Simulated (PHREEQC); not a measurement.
A column of 0.1 m (30 cells, dispersivity 0.0035 m, 720 s a shift, diffusion coefficient 3e-10 m²/s) holds 0.016 eq of the database's cation exchanger X per kg of pore water, first in equilibrium with 0.0039 mol/kgw KBr and 1e-05 mol/kgw HCl. It is flushed with 5.9 mmol/kgw MgCl2, 2.9 mmol/kgw PbCl2, 4.8 mmol/kgw LiCl and 0.01 mmol/kgw HCl, at 15 °C. Values are for the last cell. No CO2 enters from the air. Precipitation was switched off in this run.

The series has 31 steps of pore volumes, from 0 to 4.017.

Equilibrium calculation in PHREEQC: ion-association model, phreeqc.dat.

Problem. After how many pore volumes does Mg at the outlet first reach half of its feed value?

Solution. By 1.8 pore volumes; it later peaks at 0.00664 mol/kgw, above the feed's 0.00590.

Problem. After how many pore volumes does Li at the outlet first reach half of its feed value?

Solution. By 1.1 pore volumes.

Problem. After how many pore volumes does Pb at the outlet first reach half of its feed value?

Solution. By 2.4 pore volumes.

Complexes and solids missing from the database can't appear.
